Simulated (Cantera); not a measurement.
Ignition delay

Mixture: 3.99 % CH₄, 6.15 % O₂, 87.9 % N₂, 2.00 % CO₂, equivalence ratio 1.3, at 3450 Torr, adiabatic and at constant volume. Ignition delay is the time to a rise of 400 K.

Model: GRI-Mech 3.0 (53 species, 325 reactions), integrated in Cantera.

```
T0 (K)  delay (ms)
------  ----------
1125           129
1175          67.8
1225          36.5
1275          20.0
1325          11.1
1375          6.23
1425          3.51
```

```json
{
 "apparent activation energy between 1325 and 1425 K": "180 kJ/mol"
}
```
